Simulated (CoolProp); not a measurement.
A closed Brayton cycle with nitrogen: compressor inlet 308.15 K and 6.1 MPa, high pressure 13.7 MPa, turbine inlet 660 K, compressor efficiency 0.85, turbine efficiency 0.93, recuperator effectiveness 0.95 (on enthalpy, no pinch check). Each further row changes one setting.

Computed with CoolProp (reference Helmholtz-energy equation of state, Span 2000).

| case | thermal efficiency (%) | net work (kJ/kg) | compressor to turbine work | compressor exit (K) | turbine exit (K) |
|---|---|---|---|---|---|
| as stated | 24.6 | 36.9 | 0.73 | 403.8 | 536.1 |
| turbine inlet 610 K | 19.2 | 26.3 | 0.79 | 403.8 | 494.4 |
| compressor inlet 318.15 K | 22.4 | 33.3 | 0.76 | 416.8 | 536.1 |
| high pressure 11.6 MPa | 26.9 | 33.8 | 0.70 | 382.2 | 559.7 |
| recuperator effectiveness 0.5 | 17.2 | 36.9 | 0.73 | 403.8 | 536.1 |
